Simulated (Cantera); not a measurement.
## Equilibrium for silicon carbide growth: (CH₃)₂SiCl₂ + HCl + H₂

Input: 1 mol (CH₃)₂SiCl₂, 0.69 mol HCl, 3.3 mol H₂, equilibrated at 50.0 mbar.

Cantera equilibrium calculation (NASA polynomials, part measured and part estimated; ideal gas, pure solids and liquids). Candidate condensed phases: C, C₆H₆, C₇H₈, C₈H₁₈, Si, SiC; 109 gas species. The feed counts by its element totals alone. The tables' values for SiCl, SiCl₃ are old estimates; treat these amounts as uncertain. Gases not in the tables: Si₂H₆ and higher silanes. Kinetics and transport are ignored.

```csv
T (K),x H₂,x HCl,x H,x SiCl₂,x SiCl₄,x Cl,x Si,n C(graphite),n SiC(s)
1150,0.729,0.245,2.85e-7,0.000222,0.0235,8.42e-8,<1e-12,1.20,0.799
1250,0.693,0.295,1.80e-6,0.000713,0.00972,6.54e-7,<1e-12,1.09,0.903
1350,0.676,0.318,8.76e-6,0.00160,0.00319,3.43e-6,1.52e-11,1.05,0.951
1450,0.671,0.324,3.46e-5,0.00288,0.000997,1.36e-5,3.66e-10,1.04,0.961
1550,0.670,0.324,0.000115,0.00459,0.000333,4.45e-5,5.85e-9,1.05,0.954
1650,0.671,0.321,0.000333,0.00676,0.000123,0.000125,6.65e-8,1.06,0.940
1750,0.673,0.316,0.000853,0.00937,4.94e-5,0.000309,5.71e-7,1.08,0.920
1850,0.675,0.310,0.00198,0.0123,2.14e-5,0.000690,3.88e-6,1.10,0.897
1950,0.676,0.302,0.00421,0.0156,9.90e-6,0.00141,2.16e-5,1.12,0.872
2050,0.676,0.293,0.00834,0.0189,4.81e-6,0.00268,0.000101,1.15,0.843
2150,0.672,0.283,0.0155,0.0222,2.43e-6,0.00476,0.000412,1.17,0.811
2250,0.664,0.270,0.0271,0.0251,1.26e-6,0.00797,0.00148,1.19,0.768
2350,0.648,0.254,0.0449,0.0275,6.59e-7,0.0126,0.00473,1.23,0.695
```
x: gas mole fraction; n: condensed amount in mol.

From 1150 K to 2350 K the condensed part is C(graphite) + SiC(s). The main Si-bearing gas is SiCl₄ at 1150 K and SiCl₂ at 2350 K. The share of Si in condensed phases is highest at 1450 K (96.1 %) and lowest at 2350 K (69.5 %).
